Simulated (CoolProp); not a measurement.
Sulfur hexafluoride along the isobar 42.6 bar: fugacity coefficient from the reference equation and from simpler models built on Tc = 318.7 K, pc = 37.55 bar, ω = 0.210; each cubic takes its own stable root.

Values from CoolProp's reference Helmholtz-energy equation of state, Guder 2009.

```
T (K)          phase  reference
-----  -------------  ---------
240.8         liquid     0.1119
247.1         liquid     0.1364
253.5         liquid     0.1645
259.8         liquid     0.1953
266.2         liquid     0.2298
272.5         liquid     0.2669
278.8         liquid     0.3067
285.2         liquid     0.3499
291.5         liquid     0.3948
297.9         liquid     0.4423
304.2         liquid     0.4905
310.5         liquid     0.5395
316.9         liquid     0.5888
323.2  supercritical     0.6348
329.6  supercritical     0.6682
```

Question: How far does each simpler model (Redlich-Kwong, Soave-Redlich-Kwong) lie from the reference over these 15 states: mean and median of the absolute difference, and the worst?

Answer: 
- Redlich-Kwong: mean 12.7 %, median 10.9 %, worst +31.7 % at 240.8 K and 42.6 bar
- Soave-Redlich-Kwong: mean 2.1 %, median 2.5 %, worst +3.0 % at 240.8 K and 42.6 bar
